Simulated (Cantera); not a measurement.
Feed: 1 mol borazine, 2.4 mol O2, a varied amount of H2O, equilibrated at 627 °C and 0.110 bar.

Cantera equilibrium calculation (NASA polynomials, part measured and part estimated; ideal gas, pure solids and liquids). Candidate condensed phases: B, BN, B2O3, B3O3H3, H2O; 39 gas species. The feed counts by its element totals alone. Gases not in the tables: H3BO3. Rates play no part.

At 0.4 mol H2O, list the 5 most abundant gas species with their mole fractions, and the condensed phases.

H2 0.551, N2 0.306, H2O 0.142, (HBO2)3 0.000854, NH3 3.02e-5. Condensed: B2O3(l).
